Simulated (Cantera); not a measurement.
Cantera run:

```python
import numpy as np
import cantera as ct

gas_names = """
    H HO2 H2 H2O H2O2 O OH O2 O3 Si SiH SiH2 SiH3 SiH4 SiO SiO2 Si2 Si3
""".split()
cond_names = """
    H2O(s) H2O(L) Si(cr) Si(L) SiO2(Lqz) SiO2(hqz) SiO2(L)
""".split()


# ... load() reads the species with a 1 bar reference pressure and builds the phases ...
atoms = {
    'Si': {'Si': 1},
    'O2': {'O': 2},
    'H2': {'H': 2},
}
top_T = {}  # K; cautious upper limits of use, not melting points


# ... equilibrate(T, P, feed) seeds the gas with the atoms and calls Mixture.equilibrate('TP', solver="vcs", rtol=1e-11, max_steps=5000) ...
results = []
feed = {'Si': 1, 'O2': 1.7, 'H2': 920}  # mol
P = 2500  # Pa
for T in [1300, 1350, 1400, 1450, 1500, 1550, 1600, 1650, 1700, 1750, 1800]:
    mix = equilibrate(T, P, feed)
    results.append((T, P, feed, dict(zip(mix.species_names, mix.species_moles))))

top = {s: max(r[3][s] / sum(r[3][g] for g in gas_names) for r in results) for s in gas_names}
cols = sorted((s for s in top if top[s] > 1e-05), key=lambda s: -top[s])[:9]
seen = [c for c in cond_names if any(r[3].get(c, 0) > 1e-12 for r in results)]
print("log10 of partial pressures in bar; condensed amounts in mol")
print(f"{'T/K':>10s}" + "".join(f"{s[:9]:>10s}" for s in cols + seen))
for T, P, feed, n in results:
    ng = sum(n[g] for g in gas_names)
    print(f"{T:10.4g}" + "".join(f"{np.log10(max(n[s] / ng * P / 1e5, 1e-99)):10.3f}" for s in cols)
          + "".join(f"{n.get(c, 0):10.4g}" for c in seen))
```

It prints:

```
log10 of partial pressures in bar; condensed amounts in mol
       T/K        H2       H2O         H       SiO SiO2(hqz)
      1300    -1.603    -4.420    -6.758    -8.860    0.9999
      1350    -1.603    -4.420    -6.424    -8.049    0.9997
      1400    -1.603    -4.419    -6.114    -7.298    0.9981
      1450    -1.603    -4.417    -5.826    -6.602    0.9908
      1500    -1.603    -4.407    -5.556    -5.961    0.9598
      1550    -1.603    -4.375    -5.303    -5.386    0.8488
      1600    -1.603    -4.295    -5.066    -4.899     0.535
      1650    -1.604    -4.186    -4.844    -4.566         0
      1700    -1.604    -4.186    -4.634    -4.567         0
      1750    -1.604    -4.186    -4.436    -4.567         0
      1800    -1.605    -4.187    -4.248    -4.567         0
```

Equilibrium computed with Cantera from the NASA thermochemical tables; the gas is ideal and each condensed phase is pure. The tables hold silica as quartz up to 1696 K and as liquid above; real silica turns to tridymite and cristobalite and melts near 1996 K.
